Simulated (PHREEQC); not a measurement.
A PHREEQC input (ion-association model, phreeqc.dat):

```
SOLUTION 1
  temp 71
  units mg/L
  pH 12.5
  pe 10.3
  Na 0.0248
  K 0.00482
  Ca 0.0391
  Mg 0.00123
  Cl 0.0823
  S(6) 0.00599 as SO4
  Alkalinity 0.0504 as HCO3
  Zn 4.65e-05
END
USE solution 1
EQUILIBRIUM_PHASES 1
  Gypsum 0 0
  CO2(g) -2 10
END
```

It stops with these messages:

```
WARNING: Maximum iterations exceeded, 100
WARNING: Maximum iterations exceeded, 100
WARNING: The program has failed to converge to a numerical solution.
ERROR:           Alkalinity has not converged. Total: 8.264155e-07	Calculated: 1.467751e-09	Residual: 8.249478e-07
ERROR: Is non-carbonate alkalinity greater than total alkalinity?
ERROR:                   Ca has not converged. Total: 9.760741e-07	Calculated: 2.066793e-07	Residual: 7.693948e-07
ERROR:                   Cl has not converged. Total: 2.322633e-06	Calculated: 1.516371e-06	Residual: 8.062617e-07
ERROR:                    K has not converged. Total: 1.233337e-07	Calculated: 7.985028e-08	Residual: 4.348343e-08
ERROR:                   Mg has not converged. Total: 5.061954e-08	Calculated: 1.193926e-10	Residual: 5.050014e-08
ERROR:                   Na has not converged. Total: 1.079320e-06	Calculated: 9.957398e-07	Residual: 8.358018e-08
ERROR:                 S(6) has not converged. Total: 6.238783e-08	Calculated: 1.325228e-08	Residual: 4.913555e-08
ERROR:                   Zn has not converged. Total: 7.117184e-10	Calculated: 5.932433e-14	Residual: 7.116591e-10
ERROR:                   Mu Ionic strength has not converged. 	Residual: 7.132722e-08
ERROR:               A(H2O) Activity of water has not converged. 	Residual: -7.412440e-01
ERROR: Model failed to converge for initial solution  1.
```

Problem. Why does the run stop?

Solution. The fault: pH typed as 12.5 with the alkalinity kept. The line should read `pH 5.99` where the input has `pH 12.5`. With the mend the run ends at pH 5.10 and ionic strength 1.23e-5 mol/kgw.
